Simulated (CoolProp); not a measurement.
Properties of propylene at several states (Tc = 91.1 °C, pc = 45.55 bar, ω = 0.146).

The numbers come from the reference Helmholtz-energy equation of state, Lemmon 2013 in CoolProp.

| T (°C) | p (bar) | phase | density (kg/m³) | Joule-Thomson coefficient (K/MPa) | conductivity (mW/(m K)) | Prandtl number |
|---|---|---|---|---|---|---|
| 196.85 | 121 | supercritical | … | … | 63.2 | 1.36 |
| 198.15 | 21.5 | gas | 24.85 | … | 42.0 | … |
| 85.05 | 192 | liquid | 471.7 | 0.03916 | 105 | 2.04 |

Task: Some entries are withheld; supply them.

Result: 
- 196.85, density (kg/m³): 198.9
- 196.85, Joule-Thomson coefficient (K/MPa): 3.466
- 198.15, Joule-Thomson coefficient (K/MPa): 5.009
- 198.15, Prandtl number: 0.763

Viscosity comes from a separate model (Huber 2003), an estimate that may be off by 10 % or more. Thermal conductivity comes from a separate model (Huber 2003), an estimate that may be off by 10 % or more.
